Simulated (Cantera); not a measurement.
Charge: 1 mol MgO, 0.31 mol C, 0.25 mol H2, held at 100 Torr.

Equilibrium computed with Cantera from the NASA thermochemical tables; the gas is ideal and each condensed phase is pure. Candidate condensed phases: C, C6H6, C7H8, C8H18, H2O, Mg, MgCO3, MgO, Mg(OH)2; 139 gas species. Ions and electrons are included (thermal ionisation). Kinetics and transport are ignored.

**Question.** Which condensed phases are stable at each of these points (T (°C)): 1727, 2227, 2727, 3227, 3727, 4227, 4727?

**Answer.** 
| T (°C) | condensed phases | Mg condensed (%) |
|---|---|---|
| 1727 | MgO(s) | 69.0 |
| 2227 | MgO(s) | 66.4 |
| 2727 | gas only | 0.0 |
| 3227 | gas only | 0.0 |
| 3727 | gas only | 0.0 |
| 4227 | gas only | 0.0 |
| 4727 | gas only | 0.0 |

From 1727 °C to 2227 °C the condensed part is MgO(s). From 2727 °C to 4727 °C nothing is condensed.
